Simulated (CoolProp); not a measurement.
Vapour pressure (kPa) of R143a: the reference equation beside estimates from Tc = 72.7 °C, pc = 3762 kPa, ω = 0.261.

The numbers come from the reference Helmholtz-energy equation of state, Lemmon and Jacobsen 2000 in CoolProp.

| T (°C) | reference | van der Waals | Peng-Robinson |
|---|---|---|---|
| -22.75 | 284.7 | 893.6 | 284.0 |
| -16.75 | 354.7 | 1004 | 354.1 |
| -10.65 | 438.5 | 1125 | 438.2 |
| -4.65 | 534.7 | 1253 | 534.9 |
| 1.45 | 648.1 | 1392 | 649.1 |
| 7.45 | 776.4 | 1538 | 778.4 |
| 13.55 | 925.4 | 1696 | 928.8 |
| 19.55 | 1092 | 1861 | 1097 |
| 25.65 | 1283 | 2039 | 1291 |
| 31.65 | 1495 | 2224 | 1505 |

Absolute difference from the reference over all 10 rows, mean and median: van der Waals 116.2 and 106.4 %, Peng-Robinson 0.3 and 0.3 %.
